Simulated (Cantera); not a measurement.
Charge: 1 mol C₂H₆, 3.8 mol CO₂, 3.1 mol H₂, at 950 K.

These are equilibrium values from Cantera (NASA tables, ideal gas, pure condensed phases), not measurements of a reactor. Candidate condensed phases: C, C₆H₆, C₇H₈, C₈H₁₈, H₂O; 110 gas species. Rates play no part.

Task: At 10.0 Pa, list the 4 most abundant gas species with their mole fractions, and the condensed phases.

Result: H₂ 0.454, CO 0.395, CO₂ 0.0922, H₂O 0.0591. Condensed: gas only.
